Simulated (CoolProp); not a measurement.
Isobutene along the isotherm 52.95 °C: Z from the reference equation and from simpler models built on Tc = 144.9 °C, pc = 4.016 MPa, ω = 0.193; each cubic takes its own stable root.

Model: reference Helmholtz-energy equation of state, Lemmon 2005, in CoolProp. It is a short technical equation, of lower accuracy than the large ones.

```csv
p (MPa),phase,reference
0.019,gas,0.9963
0.0287,gas,0.9943
0.0434,gas,0.9914
0.0654,gas,0.9870
0.0987,gas,0.9803
0.149,gas,0.9700
0.225,gas,0.9540
0.339,gas,0.9289
0.511,gas,0.8884
0.771,liquid,0.02893
1.16,liquid,0.04343
1.75,liquid,0.06534
2.65,liquid,0.09852
3.99,liquid,0.1475
6.02,liquid,0.2206
```

### Question
How far does each simpler model (Redlich-Kwong, Peng-Robinson) lie from the reference over these 15 states: mean and median of the absolute difference, and the worst?

### Answer
- Redlich-Kwong: mean 193.7 %, median 1.1 %, worst +2839.9 % at 52.95 °C and 0.771 MPa
- Peng-Robinson: mean 1.6 %, median 0.3 %, worst -4.6 % at 52.95 °C and 6.02 MPa

At some of these states Redlich-Kwong gives the other phase, because its saturation line lies elsewhere.
